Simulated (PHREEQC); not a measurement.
A PHREEQC speciation (ion-association model, wateq4f.dat) at 25 °C gives pH 0.68 and these molalities:

```csv
species,mol/kgw
H+,0.266
HSO4-,0.214
SO4-2,0.0299
AlSO4+,0.00270
Mg+2,0.00192
MgSO4,0.000977
Al+3,0.000743
Al(SO4)2-,0.000634
AlHSO4+2,0.000120
```

### Question
What are the element totals, and what could have been dissolved in 1 kg of water to give them?

### Answer
This is not unique; one that fits is totals Al 0.00420, Mg 0.00290, S(6) 0.249 mol/kgw, from 0.24 mol/kgw H2SO4, 0.0021 mol/kgw Al2(SO4)3 and 0.0029 mol/kgw MgSO4.

No solid was allowed to form. Species that the database lacks are ignored.
